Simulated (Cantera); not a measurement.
Feed: 1 mol CHF3, 0.041 mol HCl, 3.1 mol H2, held at 1.00 Torr.

These are equilibrium values from Cantera (NASA tables, ideal gas, pure condensed phases), not measurements of a reactor. Candidate condensed phases: C, C6H6, C7H8, C8H18; 118 gas species. Rates play no part.

Question: What share of the C ends up in condensed phases as a function of T (K), at 2523, 2623, 2723, 2823, 2923, 3023, 3123, 3223, 3323, 3423, 3523?

Answer: 
```tsv
T (K)	C condensed (%)	as
2523	95.8	C(graphite)
2623	90.9	C(graphite)
2723	73.7	C(graphite)
2823	12.6	C(graphite)
2923	0.0	-
3023	0.0	-
3123	0.0	-
3223	0.0	-
3323	0.0	-
3423	0.0	-
3523	0.0	-
```
